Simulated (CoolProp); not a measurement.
Vapour-liquid equilibrium of R134a (1) + R124 (2) at -37.85 °C; x and y are mole fractions of (1).

Computed with CoolProp (multi-fluid Helmholtz-energy mixture model, Tillner-Roth 1994 and de Vries 1995; pair parameters Bell 2016).

**Question.** Give the bubble pressure and the first vapour's composition at x = 0.5, 0.725, 0.95. Is there an azeotrope?

**Answer.** x = 0.5: 0.04609 MPa, y = 0.658; x = 0.725: 0.05157 MPa, y = 0.819; x = 0.95: 0.05629 MPa, y = 0.966. No azeotrope shows between x = 0.05 and 0.95.

Pair parameters are fitted to limited data, so mixtures are less certain than the pure fluids.
